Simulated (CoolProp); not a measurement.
Vapour-liquid equilibrium of propylene (1) + R22 (2) at 0.0233 MPa; x and y are mole fractions of (1).

Model: multi-fluid Helmholtz-energy mixture model, Lemmon 2013 and Kamei 1995; pair parameters Bell 2016, in CoolProp.

| x | bubble temperature (K) | y at the bubble point | dew temperature at overall composition x (K) | liquid density (mol/L) |
|---|---|---|---|---|
| 0.05 | 204.1 | 0.114 | 204.7 | 17.09 |
| 0.15 | 202.3 | 0.283 | 203.7 | ? |
| 0.25 | 201.0 | 0.405 | 202.6 | ? |
| 0.35 | 200.1 | 0.500 | 201.6 | 16.49 |
| 0.45 | 199.3 | ? | 200.6 | 16.30 |
| 0.55 | 198.8 | 0.651 | 199.6 | ? |
| 0.65 | ? | 0.719 | 198.8 | ? |
| 0.75 | 198.0 | 0.789 | ? | 15.73 |
| 0.85 | 197.8 | 0.864 | 197.8 | 15.55 |
| 0.95 | 197.7 | 0.951 | 197.7 | 15.38 |

Task: Some entries are withheld; supply them.

Result: 
- 0.15, liquid density (mol/L): 16.90
- 0.25, liquid density (mol/L): 16.70
- 0.45, y at the bubble point: 0.579
- 0.55, liquid density (mol/L): 16.10
- 0.65, bubble temperature (K): 198.3
- 0.65, liquid density (mol/L): 15.91
- 0.75, dew temperature at overall composition x (K): 198.2

No azeotrope shows between x = 0.05 and 0.95.

Pair parameters are fitted to limited data, so mixtures are less certain than the pure fluids.
